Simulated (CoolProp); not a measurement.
Vapour-liquid equilibrium of acetone (1) + n-nonane (2) at 344.2 K; x and y are mole fractions of (1).

Model: multi-fluid Helmholtz-energy mixture model, Lemmon 2006 and Lemmon 2006; pair parameters Bell 2016, in CoolProp.

```json
[
 {"x": "0.05", "bubble pressure (kPa)": "34.05", "y at the bubble point": "0.810", "dew pressure at overall composition x (kPa)": "6.963", "liquid density (mol/L)": "5.446"},
 {"x": "0.15", "bubble pressure (kPa)": "[?]", "y at the bubble point": "0.916", "dew pressure at overall composition x (kPa)": "7.780", "liquid density (mol/L)": "[?]"},
 {"x": "0.25", "bubble pressure (kPa)": "97.61", "y at the bubble point": "0.940", "dew pressure at overall composition x (kPa)": "8.813", "liquid density (mol/L)": "6.212"},
 {"x": "0.35", "bubble pressure (kPa)": "111.5", "y at the bubble point": "0.950", "dew pressure at overall composition x (kPa)": "10.16", "liquid density (mol/L)": "6.673"},
 {"x": "0.45", "bubble pressure (kPa)": "119.9", "y at the bubble point": "0.955", "dew pressure at overall composition x (kPa)": "12.00", "liquid density (mol/L)": "7.203"},
 {"x": "0.55", "bubble pressure (kPa)": "[?]", "y at the bubble point": "0.959", "dew pressure at overall composition x (kPa)": "14.63", "liquid density (mol/L)": "7.820"},
 {"x": "0.65", "bubble pressure (kPa)": "131.4", "y at the bubble point": "0.963", "dew pressure at overall composition x (kPa)": "[?]", "liquid density (mol/L)": "8.548"},
 {"x": "0.75", "bubble pressure (kPa)": "138.1", "y at the bubble point": "[?]", "dew pressure at overall composition x (kPa)": "26.09", "liquid density (mol/L)": "9.420"},
 {"x": "0.85", "bubble pressure (kPa)": "146.8", "y at the bubble point": "[?]", "dew pressure at overall composition x (kPa)": "42.77", "liquid density (mol/L)": "10.48"},
 {"x": "0.95", "bubble pressure (kPa)": "158.1", "y at the bubble point": "0.991", "dew pressure at overall composition x (kPa)": "112.0", "liquid density (mol/L)": "11.80"}
]
```

Problem. Some entries are withheld; supply them.

Solution. 
- 0.15, bubble pressure (kPa): 73.64
- 0.15, liquid density (mol/L): 5.807
- 0.55, bubble pressure (kPa): 125.8
- 0.65, dew pressure at overall composition x (kPa): 18.75
- 0.75, y at the bubble point: 0.969
- 0.85, y at the bubble point: 0.978

No azeotrope shows between x = 0.05 and 0.95.

The pair parameters rest on a limited set of measurements; away from them the model extrapolates. With so large a gap from Raoult's law the liquid may split in two, which this calculation doesn't test in full.
